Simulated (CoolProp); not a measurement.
Saturation properties of C2F6 (R116) (Tc = 19.9 °C, pc = 30.48 bar, ω = 0.257).

Computed with CoolProp (reference Helmholtz-energy equation of state, Lemmon 2006). It is a short technical equation, of lower accuracy than the large ones.

| T (°C) | p (bar) | vapour Z | liquid conductivity (mW/(m K)) |
|---|---|---|---|
| -49.75 | 3.739 | 0.8870 | 64.9 |
| -45.15 | 4.467 | 0.8719 | 63.1 |
| -40.55 | 5.297 | 0.8555 | 61.2 |
| -35.95 | 6.236 | 0.8378 | 59.4 |
| -31.35 | 7.294 | 0.8186 | 57.6 |
| -26.75 | 8.479 | 0.7978 | 55.7 |
| -22.15 | 9.802 | 0.7752 | 53.9 |
| -17.45 | 11.31 | 0.7501 | 51.9 |
| -12.85 | 12.94 | 0.7233 | 50.0 |
| -8.25 | 14.74 | 0.6939 | 48.0 |
| -3.65 | 16.72 | 0.6614 | 46.0 |
| 0.95 | 18.91 | 0.6250 | 43.9 |

It boils at -78.1 °C under 1 atm.

Thermal conductivity comes from a separate model (Huber 2003), an estimate that may be off by 10 % or more.
